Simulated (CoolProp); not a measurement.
Model: reference Helmholtz-energy equation of state, Lemmon 2016, in CoolProp.

Q: For R115, give the phase and the density (kg/m³), cp (kJ/(kg K)), isothermal compressibility (1/MPa), fugacity coefficient at 308.1 K and 42.3 bar; 480.8 K and 42.3 bar.

A: 
- 308.1 K and 42.3 bar: liquid; density 1280, cp 1.10, isothermal compressibility 0.00916, fugacity coefficient 0.258
- 480.8 K and 42.3 bar: supercritical; density 192, cp 1.00, isothermal compressibility 0.275, fugacity coefficient 0.861
